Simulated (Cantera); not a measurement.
## Reactions in the system H-N-O-V

Standard-state values (1 bar) from the NASA 1993 polynomials, evaluated with Cantera. Values are per mole of reaction as written; species without (g) are pure solids or liquids, kept so even where they would boil at 1 bar. VN: taken at fixed stoichiometry.

3 H₂(g) + 4 VN + 6 OH(g) = 4 NH₃(g) + 2 V₂O₃

```tsv
T (K)	ΔH° (kJ)	ΔS° (J/K)	ΔG° (kJ)	log10 K
675	-2002.9	-709.6	-1523.9	117.92
750	-2003.7	-710.7	-1470.6	102.42
825	-2004.0	-711.1	-1417.3	89.74
900	-2003.9	-711.0	-1364.0	79.16
975	-2003.4	-710.5	-1310.7	70.22
1050	-2002.5	-709.6	-1257.4	62.55
1125	-2001.3	-708.5	-1204.2	55.91
1200	-1999.7	-707.1	-1151.2	50.11
1275	-1997.9	-705.7	-1098.2	44.99
1350	-1995.8	-704.0	-1045.3	40.44
```

4 VN + 5 H₂O₂(g) = 4 N(g) + 2 V₂O₅ + 10 H(g)

```json
[
 {"T (K)": "675", "ΔH° (kJ)": "2586.8", "ΔS° (J/K)": "847.3", "ΔG° (kJ)": "2014.9", "log10 K": "-155.92", "condensed phases": "VN(s), V₂O₅(s)"},
 {"T (K)": "750", "ΔH° (kJ)": "2598.5", "ΔS° (J/K)": "863.7", "ΔG° (kJ)": "1950.8", "log10 K": "-135.86", "condensed phases": "VN(s), V₂O₅(s)"},
 {"T (K)": "825", "ΔH° (kJ)": "2609.7", "ΔS° (J/K)": "877.9", "ΔG° (kJ)": "1885.5", "log10 K": "-119.37", "condensed phases": "VN(s), V₂O₅(s)"},
 {"T (K)": "900", "ΔH° (kJ)": "2620.4", "ΔS° (J/K)": "890.3", "ΔG° (kJ)": "1819.1", "log10 K": "-105.58", "condensed phases": "VN(s), V₂O₅(s)"},
 {"T (K)": "975", "ΔH° (kJ)": "2760.3", "ΔS° (J/K)": "1038.7", "ΔG° (kJ)": "1747.5", "log10 K": "-93.62", "condensed phases": "VN(s), V₂O₅(l)"},
 {"T (K)": "1050", "ΔH° (kJ)": "2771.1", "ΔS° (J/K)": "1049.4", "ΔG° (kJ)": "1669.2", "log10 K": "-83.04", "condensed phases": "VN(s), V₂O₅(l)"},
 {"T (K)": "1125", "ΔH° (kJ)": "2781.2", "ΔS° (J/K)": "1058.7", "ΔG° (kJ)": "1590.2", "log10 K": "-73.83", "condensed phases": "VN(s), V₂O₅(l)"},
 {"T (K)": "1200", "ΔH° (kJ)": "2790.6", "ΔS° (J/K)": "1066.8", "ΔG° (kJ)": "1510.5", "log10 K": "-65.75", "condensed phases": "VN(s), V₂O₅(l)"},
 {"T (K)": "1275", "ΔH° (kJ)": "2799.3", "ΔS° (J/K)": "1073.9", "ΔG° (kJ)": "1430.2", "log10 K": "-58.59", "condensed phases": "VN(s), V₂O₅(l)"},
 {"T (K)": "1350", "ΔH° (kJ)": "2807.5", "ΔS° (J/K)": "1080.1", "ΔG° (kJ)": "1349.4", "log10 K": "-52.21", "condensed phases": "VN(s), V₂O₅(l)"}
]
```
